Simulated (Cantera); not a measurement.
A freely propagating, adiabatic, planar premixed flame of 14.8 % CH4, 6.37 % H2, 21.9 % O2, 56.9 % N2, equivalence ratio 1.5, unburnt at 550 K and 630 Torr; unity-Lewis-number transport, grid criteria slope 0.08 and curve 0.16, no radiation.

Computed with Cantera and GRI-Mech 3.0 (53 species, 325 reactions). Unity Lewis numbers drop preferential diffusion, which matters most where H2 and H carry the flame. Burning velocities carry a grid error of a few per cent, more on coarse grids.

Predict: laminar burning velocity; thermal thickness; peak x(C2H4); peak x(CH3).


| Item | Value |
|---|---|
| laminar burning velocity | 90.8 cm/s |
| thermal thickness | 0.476 mm |
| peak x(C2H4) | 0.00145 |
| peak x(CH3) | 0.00597 |
